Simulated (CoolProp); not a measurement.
Vapour-liquid equilibrium of propylene (1) + cyclohexane (2) at 326.2 K; x and y are mole fractions of (1).

Values from CoolProp's multi-fluid Helmholtz-energy mixture model, Lemmon 2013 and Zhou 2014; pair parameters Bell 2016.

| x | bubble pressure (MPa) | y at the bubble point | dew pressure at overall composition x (MPa) | liquid density (mol/L) |
|---|---|---|---|---|
| 0.05 | 0.1555 | 0.741 | 0.04272 | 9.011 |
| 0.2 | 0.4817 | 0.920 | 0.05074 | 9.426 |
| 0.35 | 0.7870 | 0.954 | 0.06244 | 9.847 |
| 0.5 | 1.080 | 0.969 | 0.08108 | 10.26 |
| 0.65 | 1.372 | 0.979 | 0.1155 | 10.63 |
| 0.8 | 1.679 | 0.987 | 0.2005 | 10.90 |
| 0.95 | 2.041 | 0.996 | 0.7349 | 10.87 |

No azeotrope shows between x = 0.05 and 0.95.

Pair parameters are fitted to limited data, so mixtures are less certain than the pure fluids. The gap from Raoult's law changes sign with composition, which may be real or a fault of the pair parameters; it wasn't checked against measurements.
